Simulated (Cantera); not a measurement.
A closed system holds: 1 mol Cu, 0.74 mol H2O, 2.1 mol CO, equilibrated at 13300 Pa.

These are equilibrium values from Cantera (NASA tables, ideal gas, pure condensed phases), not measurements of a reactor. Candidate condensed phases: C, C6H6, C7H8, C8H18, Cu, CuO, Cu(OH)2, Cu2O, H2O; 113 gas species. Equilibrium is a limit: real reactors are often held back by kinetics, nucleation or transport.

Q: Which condensed phases are stable at each of these points (T (K)): 1048, 1198, 1348, 1498, 1648, 1798, 1948?

A: 
| T (K) | condensed phases | Cu condensed (%) |
|---|---|---|
| 1048 | Cu(s) | 100.0 |
| 1198 | Cu(s) | 100.0 |
| 1348 | Cu(s) | 100.0 |
| 1498 | Cu(l) | 100.0 |
| 1648 | Cu(l) | 99.8 |
| 1798 | Cu(l) | 98.9 |
| 1948 | Cu(l) | 94.3 |

From 1048 K to 1348 K the condensed part is Cu(s). From 1498 K to 1948 K the condensed part is Cu(l).
